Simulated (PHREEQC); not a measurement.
**Polishing slurry liquid: speciation**

Consider water at 25 °C with 6.2 mmol/kgw TMAH and 0.0043 mmol/kgw H4SiO4. Closed to the air; pH follows from the charge balance.

Model: ion-association model, phreeqc.dat, run in PHREEQC.

Each row changes one thing in this solution. This is a speciation only: nothing precipitates in the calculation.

```tsv
case	pH	H3SiO4- (mol/kgw)	H4SiO4 (mol/kgw)	SI of Quartz (SiO2)
as made	11.75	4.06e-6	4.49e-8	-3.37
TMAH replaced by (CH3)4NCl at the same molality	6.98	6.62e-9	4.29e-6	-1.39
0.002 mol/kgw KCl added	11.74	4.05e-6	4.49e-8	-3.37
H4SiO4 from 4.3e-06 to 3.87e-06 mol/kgw	11.75	3.65e-6	4.04e-8	-3.41
0.0011 mol/kgw NaOH added	11.82	4.03e-6	3.79e-8	-3.44
TMAH from 0.0062 to 0.031 mol/kgw	12.41	3.36e-6	7.40e-9	-4.15
TMAH left out	6.98	6.11e-9	4.29e-6	-1.39
TMAH from 0.0062 to 0.0124 mol/kgw	12.04	3.88e-6	2.15e-8	-3.69
```

(CH3)4N+ isn't in the database: it is added as a free cation with an ion size of 4 Å.
